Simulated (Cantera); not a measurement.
A Cantera script and what it prints.

```python
import numpy as np
import cantera as ct

gas_names = [...]  # 110 gases of nasa_gas.yaml made of C, H, O
cond_names = """
    C(gr) C6H6(L) C7H8(L) C8H18(L),n-octa H2O(s) H2O(L)
""".split()


# ... load() reads the species with a 1 bar reference pressure and builds the phases ...
atoms = {
    'C2H5OH': {'C': 2, 'H': 6, 'O': 1},
    'H2': {'H': 2},
    'O2': {'O': 2},
}
top_T = {'C(gr)': 4500}  # K; cautious upper limits of use, not melting points


# ... equilibrate(T, P, feed) seeds the gas with the atoms and calls Mixture.equilibrate('TP', solver="vcs", rtol=1e-11, max_steps=5000) ...
results = []
feed = {'C2H5OH': 1, 'H2': 1.1, 'O2': 0.79}  # mol
T = 2900  # K
P = 133.322  # Pa
mix = equilibrate(T, P, feed)
results.append((T, P, feed, dict(zip(mix.species_names, mix.species_moles))))
x = sorted(zip(gas.X, gas.species_names), reverse=True)
print(f"T = {T:g} K  P = {P:g} Pa  gas = {mix.phase_moles(0):.4g} mol")
print("   x: " + "  ".join(f"{s} {v:.3e}" for v, s in x if v > 0.001))
print("   condensed (mol): " + ("  ".join(f"{mix.phase(i).name} {mix.phase_moles(i):.4g}"
      for i in range(1, mix.n_phases) if mix.phase_moles(i) > 1e-12) or "none"))
```

Output:

```
T = 2900 K  P = 133.322 Pa  gas = 10.18 mol
   x: H 6.986e-01  CO 1.957e-01  H2 4.925e-02  O 4.848e-02  OH 5.510e-03  H2O 1.267e-03
   condensed (mol): none
```

Cantera equilibrium calculation (NASA polynomials, part measured and part estimated; ideal gas, pure solids and liquids).
